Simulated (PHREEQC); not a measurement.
5 g of hydrous ferric oxide (600 m²/g; 0.2 weak and 0.005 strong sites per Fe, Dzombak-Morel constants, diffuse double layer) in 1 kg of water with 0.05 mol/kgw of an inert sodium salt and 0.017 mol CuSO4, at 25 °C; the pH is set by adding NaOH or the inert anion's acid. O2 is buffered at 0.21 atm. CO2 from the air is kept out. Precipitation was switched off in this run.

Model: ion-association model, wateq4f.dat, run in PHREEQC.

```
pH     S sorbed (%)  Cu sorbed (%)  surface charge σ (C/m²)
-----  ------------  -------------  -----------------------
4              29.0            5.1                    0.051
4.67           27.4           26.3                    0.059
5.33            ___           44.1                      ___
6              16.5           50.9                    0.114
6.67           14.8           52.7                    0.129
7.33           14.5           52.9                    0.130
8              14.5            ___                    0.119
8.67           12.1            ___                    0.095
9.33            4.1           41.3                    0.063
10              0.4            ___                    0.027
10.67           0.0           33.5                   -0.001
11.33           0.0           30.8                   -0.030
12              0.0           26.4                   -0.079
```

Q: What belongs in the gaps?

A: 
- 5.33, S sorbed (%): 21.7
- 5.33, surface charge σ (C/m²): 0.087
- 8, Cu sorbed (%): 51.9
- 8.67, Cu sorbed (%): 48.4
- 10, Cu sorbed (%): 36.2

Along this series the solution becomes supersaturated in solids that the run did not let form, among them Cu(OH)2, Brochantite, Antlerite. The database's constant for dissolved Cu(OH)2 is higher than later reviews accept.
